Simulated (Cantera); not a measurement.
# CH2F2 + H2 (fluorocarbon and chlorocarbon gases)

A closed system holds: 1 mol CH2F2, 0.63 mol H2, equilibrated at 0.000220 bar.

Method: chemical equilibrium by Gibbs-energy minimisation in Cantera with the NASA 1993 tables (ideal gas, pure condensed phases). Candidate condensed phases: C, C6H6, C7H8, C8H18; 110 gas species. Ions and electrons are included (thermal ionisation). Equilibrium is a limit: real reactors are often held back by kinetics, nucleation or transport.

| T (K) | log p HF | log p H | log p F | log p C | log p H2 | log p C3 | log p C2 | n C(graphite) |
|---|---|---|---|---|---|---|---|---|
| 2500 | -3.87 | -4.14 | -5.61 | -6.78 | -5.08 | -6.30 | -7.34 | 0.969 |
| 3000 | -4.45 | -3.97 | -4.29 | -4.84 | -6.34 | -5.13 | -5.58 | 0 |
| 3500 | -5.77 | -3.94 | -4.16 | -4.46 | -7.43 | -7.35 | -6.36 | 0 |
| 4000 | -6.88 | -3.94 | -4.15 | -4.46 | -8.29 | -9.82 | -7.48 | 0 |
| 4500 | -7.76 | -3.94 | -4.15 | -4.46 | -8.96 | -11.77 | -8.37 | 0 |
| 5000 | -8.46 | -3.94 | -4.15 | -4.46 | -9.50 | -13.34 | -9.09 | 0 |
log p: log10 of the partial pressure in bar; n: condensed amount in mol.

At 2500 K the condensed part is C(graphite). From 3000 K to 5000 K nothing is condensed. The main C-bearing gas is C3 at 2500 K and C at 5000 K.
